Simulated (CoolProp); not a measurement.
Vapour pressure (MPa) of C2F6 (R116): the reference equation beside estimates from Tc = 19.9 °C, pc = 3.048 MPa, ω = 0.257. Clausius-Clapeyron is anchored at -11.05 °C with a constant enthalpy of vaporisation of 10.43 kJ/mol.

Values from CoolProp's reference Helmholtz-energy equation of state, Lemmon 2006. It is a short technical equation, of lower accuracy than the large ones.

```
T (°C)  reference  Lee-Kesler  Clausius-Clapeyron  van der Waals  Redlich-Kwong  Soave-Redlich-Kwong  Peng-Robinson
------  ---------  ----------  ------------------  -------------  -------------  -------------------  -------------
-40.85     0.5239      0.5268              0.7371          1.120         0.7023               0.5289         0.5224
-36.55     0.6107      0.6139              0.8131          1.219         0.8001               0.6173         0.6094
-32.35     0.7053      0.7089              0.8919          1.321         0.9044               0.7139         0.7045
-28.05     0.8131      0.8169              0.9773          1.431          1.020               0.8239         0.8130
-23.75     0.9325      0.9366               1.067          1.546          1.146               0.9459         0.9335
-19.55      1.061       1.065               1.160          1.665          1.278                1.077          1.064
-15.25      1.207       1.211               1.260          1.791          1.424                1.226          1.211
-11.05      1.362       1.366               1.362          1.920          1.577                1.384          1.368
-6.75       1.537       1.541               1.472          2.058          1.745                1.561          1.545
-2.45       1.727       1.732               1.586          2.202          1.924                1.755          1.738
1.75        1.931       1.936               1.702          2.349          2.110                1.960          1.944
6.05        2.158       2.163               1.826          2.505          2.312                2.187          2.173
10.35       2.406       2.412               1.955          2.667          2.527                2.433          2.421
14.55       2.672       2.677               2.086          2.831          2.748                2.691          2.684
```

Absolute difference from the reference over all 14 rows, mean and median: Lee-Kesler 0.4 and 0.3 %, Clausius-Clapeyron 16.4 and 14.9 %, van der Waals 50.3 and 44.7 %, Redlich-Kwong 17.5 and 16.9 %, Soave-Redlich-Kwong 1.3 and 1.4 %, Peng-Robinson 0.4 and 0.4 %.
